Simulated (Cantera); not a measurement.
A perfectly stirred reactor is fed with C₃H₈ : O₂ : N₂ = 1 : 11.9 : 44.8 (molar parts), at 6.80 bar; it is adiabatic with a 725 K inlet, and is followed from long to short residence time, starting on the burning branch (τ in s: 0.31, 0.13, 0.055, 0.023, 0.0098, 0.0041, 0.0018, 0.00074, 0.00031, 0.00013, 5.6e-05, 2.4e-05, 9.9e-06).

Cantera simulation using GRI-Mech 3.0 (53 species, 325 reactions); the numbers are that mechanism's predictions, not measurements. GRI-Mech 3.0 was tuned for natural gas; its chemistry of propane as a main component is partial and can be far from experiment.

**Question.** Predict: blow-out, bracketed by the residence times tried; x(C₃H₈) at τ = 0.310 s; x(O₂) at τ = 0.310 s; x(CH₂CO) at τ = 0.310 s; x(H₂O) at τ = 0.310 s; x(C₂H₄) at τ = 0.310 s; x(C₃H₈) at τ = 1.80 ms; x(O₂) at τ = 1.80 ms; x(CH₂CO) at τ = 1.80 ms; x(H₂O) at τ = 1.80 ms; x(C₂H₄) at τ = 1.80 ms.

**Answer.** 
```
Property                                                                        Result
------------------------------------------------  ------------------------------------
blow-out, bracketed by the residence times tried  burning at 0.310 ms, out at 0.130 ms
x(C₃H₈) at τ = 0.310 s                                                         2.22e-7
x(O₂) at τ = 0.310 s                                                             0.118
x(CH₂CO) at τ = 0.310 s                                                        5.57e-7
x(H₂O) at τ = 0.310 s                                                           0.0680
x(C₂H₄) at τ = 0.310 s                                                         9.70e-7
x(C₃H₈) at τ = 1.80 ms                                                         1.15e-5
x(O₂) at τ = 1.80 ms                                                             0.118
x(CH₂CO) at τ = 1.80 ms                                                        2.41e-5
x(H₂O) at τ = 1.80 ms                                                           0.0674
x(C₂H₄) at τ = 1.80 ms                                                         3.36e-5
```
